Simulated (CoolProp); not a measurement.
Methane along the isotherm -163.35 °C: density (kg/m³) from the reference equation and from simpler models built on Tc = -82.6 °C, pc = 45.99 bar, ω = 0.011; each cubic takes its own stable root.

Computed with CoolProp (reference Helmholtz-energy equation of state, Setzmann 1991).

```json
[
 {"p (bar)": "11.5", "phase": "liquid", "reference": "426.0", "van der Waals": "292.8", "Soave-Redlich-Kwong": "425.3", "Peng-Robinson": "479.7"},
 {"p (bar)": "23", "phase": "liquid", "reference": "427.0", "van der Waals": "294.4", "Soave-Redlich-Kwong": "426.6", "Peng-Robinson": "481.0"},
 {"p (bar)": "34.5", "phase": "liquid", "reference": "428.0", "van der Waals": "295.8", "Soave-Redlich-Kwong": "427.8", "Peng-Robinson": "482.2"},
 {"p (bar)": "46", "phase": "liquid", "reference": "429.0", "van der Waals": "297.2", "Soave-Redlich-Kwong": "429.0", "Peng-Robinson": "483.3"},
 {"p (bar)": "57.5", "phase": "liquid", "reference": "430.0", "van der Waals": "298.5", "Soave-Redlich-Kwong": "430.2", "Peng-Robinson": "484.4"},
 {"p (bar)": "69", "phase": "liquid", "reference": "430.9", "van der Waals": "299.7", "Soave-Redlich-Kwong": "431.3", "Peng-Robinson": "485.5"},
 {"p (bar)": "80.5", "phase": "liquid", "reference": "431.9", "van der Waals": "300.9", "Soave-Redlich-Kwong": "432.4", "Peng-Robinson": "486.6"},
 {"p (bar)": "92", "phase": "liquid", "reference": "432.8", "van der Waals": "302.0", "Soave-Redlich-Kwong": "433.5", "Peng-Robinson": "487.6"},
 {"p (bar)": "103", "phase": "liquid", "reference": "433.6", "van der Waals": "303.1", "Soave-Redlich-Kwong": "434.5", "Peng-Robinson": "488.6"},
 {"p (bar)": "115", "phase": "liquid", "reference": "434.6", "van der Waals": "304.1", "Soave-Redlich-Kwong": "435.5", "Peng-Robinson": "489.6"}
]
```
